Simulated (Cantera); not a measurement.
A Cantera script and what it prints.

```python
import numpy as np
import cantera as ct

gas_names = [...]  # 109 gases of nasa_gas.yaml made of C, Cl, H, Si
cond_names = """
    C(gr) C6H6(L) C7H8(L) C8H18(L),n-octa Si(cr) Si(L) SiC(b)
""".split()


# ... load() reads the species with a 1 bar reference pressure and builds the phases ...
atoms = {
    'CH3SiH3': {'C': 1, 'H': 6, 'Si': 1},
    'C3H8': {'C': 3, 'H': 8},
    'H2': {'H': 2},
    'HCl': {'H': 1, 'CL': 1},
}
top_T = {'C(gr)': 4500, 'SiC(b)': 3050}  # K; cautious upper limits of use, not melting points


# ... equilibrate(T, P, feed) seeds the gas with the atoms and calls Mixture.equilibrate('TP', solver="vcs", rtol=1e-11, max_steps=5000) ...
results = []
feed = {'CH3SiH3': 1, 'C3H8': 0.004, 'H2': 270, 'HCl': 0.058}  # mol
P = 550  # Pa
for T in [1998, 2048, 2098, 2148, 2198, 2248, 2298, 2348, 2398, 2448, 2498, 2548, 2598]:
    mix = equilibrate(T, P, feed)
    results.append((T, P, feed, dict(zip(mix.species_names, mix.species_moles))))

top = {s: max(r[3][s] / sum(r[3][g] for g in gas_names) for r in results) for s in gas_names}
cols = sorted((s for s in top if top[s] > 0.0001), key=lambda s: -top[s])[:5]
seen = [c for c in cond_names if any(r[3].get(c, 0) > 1e-12 for r in results)]
print("log10 of partial pressures in bar; condensed amounts in mol")
print(f"{'T/K':>10s}" + "".join(f"{s[:9]:>10s}" for s in cols + seen))
for T, P, feed, n in results:
    ng = sum(n[g] for g in gas_names)
    print(f"{T:10.4g}" + "".join(f"{np.log10(max(n[s] / ng * P / 1e5, 1e-99)):10.3f}" for s in cols)
          + "".join(f"{n.get(c, 0):10.4g}" for c in seen))
```

Result:

```
log10 of partial pressures in bar; condensed amounts in mol
       T/K        H2         H        Si C2H2,acet       HCL    SiC(b)
      1998    -2.270    -3.930    -5.472    -5.716    -5.945    0.8071
      2048    -2.274    -3.787    -5.202    -5.464    -5.950    0.6338
      2098    -2.279    -3.651    -4.946    -5.223    -5.957    0.3202
      2148    -2.286    -3.523    -4.783    -5.074    -5.966         0
      2198    -2.295    -3.402    -4.771    -5.071    -5.975         0
      2248    -2.305    -3.286    -4.766    -5.071    -5.988         0
      2298    -2.318    -3.178    -4.765    -5.074    -6.003         0
      2348    -2.334    -3.076    -4.768    -5.080    -6.022         0
      2398    -2.354    -2.980    -4.774    -5.089    -6.046         0
      2448    -2.378    -2.890    -4.782    -5.102    -6.074         0
      2498    -2.407    -2.807    -4.792    -5.119    -6.109         0
      2548    -2.442    -2.731    -4.804    -5.141    -6.149         0
      2598    -2.483    -2.661    -4.818    -5.170    -6.196         0
```

Equilibrium computed with Cantera from the NASA thermochemical tables; the gas is ideal and each condensed phase is pure. The feed counts by its element totals alone. Gases not in the tables: Si2H6 and higher silanes.
